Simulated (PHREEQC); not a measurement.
2.2 g of hydrous ferric oxide (600 m²/g; 0.2 weak and 0.005 strong sites per Fe, Dzombak-Morel constants, diffuse double layer) in 1 kg of water with 0.3 mol/kgw of an inert sodium salt and 1.1e-05 mol/kgw Na2SeO4, at 25 °C; the pH is set by adding NaOH or the inert anion's acid. Oxygen alone is held at its pressure in air (log pO2 = -0.68). CO2 from the air is kept out. Nothing may precipitate in this run.

Computed with PHREEQC (ion-association model, wateq4f.dat).

Question: Predict Se sorbed (%), surface charge σ (C/m²) at pH = 5.33, 11.33.

Answer: 
```csv
pH,Se sorbed (%),surface charge σ (C/m²)
5.33,94.2,0.230
11.33,0.0,-0.282
```

Complexes and solids missing from the database can't appear.
